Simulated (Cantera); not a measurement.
## Thermodynamics of silicon nitride deposition, feed SiHCl₃ + NH₃ + N₂

Feed: 1 mol SiHCl₃, 4 mol NH₃, 1.9 mol N₂, at 3.08 Torr.

These are equilibrium values from Cantera (NASA tables, ideal gas, pure condensed phases), not measurements of a reactor. Candidate condensed phases: NH₄Cl, Si, Si₃N₄; 28 gas species. The tables' values for SiCl, SiCl₃, SiN are old estimates; treat these amounts as uncertain. Gases not in the tables: Si₂H₆ and higher silanes. Kinetics and transport are ignored.

| T (K) | x H₂ | x N₂ | x HCl | x SiCl₂ | x H | x Si | x SiCl | x Cl | n Si₃N₄(s) | n Si(l) |
|---|---|---|---|---|---|---|---|---|---|---|
| 1248 | 0.449 | 0.289 | 0.260 | 0.000814 | 4.89e-6 | 4.09e-12 | 9.74e-10 | 2.42e-6 | 0.324 | 0 |
| 1323 | 0.450 | 0.291 | 0.254 | 0.00326 | 1.66e-5 | 1.80e-10 | 1.76e-8 | 7.86e-6 | 0.315 | 0 |
| 1398 | 0.455 | 0.294 | 0.239 | 0.0101 | 4.99e-5 | 5.22e-9 | 2.19e-7 | 2.16e-5 | 0.288 | 0 |
| 1473 | 0.464 | 0.300 | 0.210 | 0.0237 | 0.000135 | 1.06e-7 | 1.93e-6 | 4.93e-5 | 0.237 | 0 |
| 1548 | 0.476 | 0.309 | 0.171 | 0.0421 | 0.000332 | 1.60e-6 | 1.24e-5 | 9.51e-5 | 0.166 | 0 |
| 1623 | 0.489 | 0.317 | 0.132 | 0.0606 | 0.000754 | 1.86e-5 | 6.22e-5 | 0.000160 | 0.0927 | 0 |
| 1698 | 0.494 | 0.327 | 0.101 | 0.0743 | 0.00159 | 0.000160 | 0.000242 | 0.000253 | 0 | 0.103 |
| 1773 | 0.491 | 0.327 | 0.105 | 0.0721 | 0.00311 | 0.000520 | 0.000508 | 0.000512 | 0 | 0.121 |
| 1848 | 0.486 | 0.326 | 0.108 | 0.0698 | 0.00577 | 0.00153 | 0.000998 | 0.000977 | 0 | 0.129 |
| 1923 | 0.480 | 0.324 | 0.111 | 0.0672 | 0.0102 | 0.00414 | 0.00185 | 0.00177 | 0 | 0.112 |
| 1998 | 0.469 | 0.320 | 0.112 | 0.0639 | 0.0172 | 0.0104 | 0.00325 | 0.00305 | 0 | 0.0418 |
x: gas mole fraction; n: condensed amount in mol.

From 1248 K to 1623 K the condensed part is Si₃N₄(s). From 1698 K to 1998 K the condensed part is Si(l). The main Si-bearing gas is SiCl₄ at 1248 K and SiCl₂ at 1998 K. The share of Si in condensed phases is highest at 1248 K (97.3 %) and lowest at 1998 K (4.2 %).
